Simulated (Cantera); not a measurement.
A freely propagating, adiabatic, planar premixed flame of 6.10 % CH4, 1.22 % CO, 16.4 % O2, 61.6 % N2, 14.6 % CO2, equivalence ratio 0.78, unburnt at 625 K and 0.340 bar; mixture-averaged transport, grid criteria slope 0.08 and curve 0.16, no radiation.

Computed with Cantera and GRI-Mech 3.0 (53 species, 325 reactions). Burning velocities carry a grid error of a few per cent, more on coarse grids.

x: mole fraction of selected species; z is measured from the peak of heat release.

```
z (mm)       T (K)  u (m/s)       x CH4        x CO        x O2     x CH2CO       x CH2         x H
------  ----------  -------  ----------  ----------  ----------  ----------  ----------  ----------
-4.33          625    0.728      0.0609      0.0122       0.164       <1e-8       <1e-8       <1e-8
-2.89          627    0.731      0.0607      0.0122       0.164       <1e-8       <1e-8       <1e-8
-2.16          633    0.739      0.0601      0.0124       0.163     3.57e-8       <1e-8     1.36e-8
-1.44          667    0.782      0.0574      0.0133       0.160     3.74e-7       <1e-8     7.75e-7
-0.721  (withheld)     1.05  (withheld)  (withheld)  (withheld)  (withheld)  (withheld)  (withheld)
-0.361        1166     1.38      0.0243      0.0310       0.112     2.49e-5     1.97e-6    0.000394
0             1457     1.74     0.00591      0.0413      0.0775     3.02e-5     1.15e-5     0.00176
0.361         1575     1.87    0.000403      0.0382      0.0585     3.34e-6     1.89e-6     0.00335
0.721         1612     1.91     1.54e-5      0.0318      0.0525     9.26e-8     8.59e-8     0.00388
1.44          1658     1.96     6.13e-8      0.0252      0.0489       <1e-8       <1e-8     0.00352
2.89          1717     2.02       <1e-8      0.0203      0.0462       <1e-8       <1e-8     0.00243
5.77          1779     2.08       <1e-8      0.0156      0.0435       <1e-8       <1e-8     0.00133
11.5          1834     2.14       <1e-8  (withheld)      0.0410       <1e-8       <1e-8  (withheld)
```

Question: Fill in the missing entries.

Answer: 
- -0.721, T (K): 890
- -0.721, x CH4: 0.0423
- -0.721, x CO: 0.0206
- -0.721, x O2: 0.139
- -0.721, x CH2CO: 6.74e-6
- -0.721, x CH2: 6.03e-8
- -0.721, x H: 5.88e-5
- 11.5, x CO: 0.0107
- 11.5, x H: 0.000629
